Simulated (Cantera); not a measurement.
An adiabatic, constant-pressure homogeneous reactor starts with CH4 : C2H6 : C3H8 : O2 : N2 = 1 : 0.039 : 1.4 : 4.57 : 42 (molar parts), equivalence ratio 2.0, at 1225 K and 9750 Torr. Integrator tolerance rtol = 1e-08.

Computed with Cantera and GRI-Mech 3.0 (53 species, 325 reactions). GRI-Mech 3.0 was tuned for natural gas; its chemistry of propane as a main component is partial and can be far from experiment. The pressure lies above the range GRI-Mech 3.0 was tuned for (to about 10 atm).

Q: What does this change do: C2H6 0.039 to 0.11 parts?

A: 
```json
[
 {"quantity": "time of steepest temperature rise", "before": "1.83 ms", "after": "1.57 ms"},
 {"quantity": "temperature at 3.00 s", "before": "1888 K", "after": "1872 K"},
 {"quantity": "equilibrium temperature", "before": "1888 K", "after": "1872 K"},
 {"quantity": "x(CH4) at 3.00 s", "before": "1.40e-8 (gas-phase equilibrium 1.54e-8)", "after": "2.05e-8 (gas-phase equilibrium 2.25e-8)"},
 {"quantity": "x(C2H6) at 3.00 s", "before": "<1e-12 (gas-phase equilibrium <1e-12)", "after": "<1e-12 (gas-phase equilibrium <1e-12)"},
 {"quantity": "x(C3H8) at 3.00 s", "before": "<1e-12 (gas-phase equilibrium <1e-12)", "after": "<1e-12 (gas-phase equilibrium <1e-12)"},
 {"quantity": "x(HCO) at 3.00 s", "before": "2.93e-8 (gas-phase equilibrium 2.93e-8)", "after": "2.86e-8 (gas-phase equilibrium 2.86e-8)"},
 {"quantity": "x(O) at 3.00 s", "before": "1.69e-9 (gas-phase equilibrium 1.69e-9)", "after": "1.14e-9 (gas-phase equilibrium 1.14e-9)"},
 {"quantity": "x(CH2CO) at 3.00 s", "before": "3.08e-12 (gas-phase equilibrium 3.38e-12)", "after": "4.03e-12 (gas-phase equilibrium 4.42e-12)"}
]
```
